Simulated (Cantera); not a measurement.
A freely propagating, adiabatic, planar premixed flame of CH₄ : C₂H₆ : O₂ : N₂ = 1 : 0.071 : 2.04 : 5.31 (molar parts), unburnt at 348 K and 3750 Torr; mixture-averaged transport, grid criteria slope 0.08 and curve 0.16, no radiation.

Detailed kinetics in Cantera: GRI-Mech 3.0 (53 species, 325 reactions). Burning velocities carry a grid error of a few per cent, more on coarse grids.

Task: Predict: laminar burning velocity; thermal thickness; peak x(HCO); peak x(O); peak x(OH).

Result: 
- laminar burning velocity = 57.5 cm/s
- thermal thickness = 0.0755 mm
- peak x(HCO) = 5.86e-5
- peak x(O) = 0.00255
- peak x(OH) = 0.0115
